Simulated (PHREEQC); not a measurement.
Acid rinse or clean: speciation

Consider water at 42 °C with 51 mmol/kgw HBr, 0.4 mmol/kgw NaCl and 35 mmol/kgw MnSO4. Closed to the air; pH follows from the charge balance.

All values are PHREEQC results (ion-association model, phreeqc.dat), not measurements.

No solid was allowed to form.

Estimate the pH.

pH 1.56.

In which forms is Na present?

Na+ 98 %, NaSO4- 1.8 % of the Na.

Species that the database lacks are ignored. Away from 25 °C the constants follow the database's enthalpies or fits; those with neither stay at their 25 °C values.
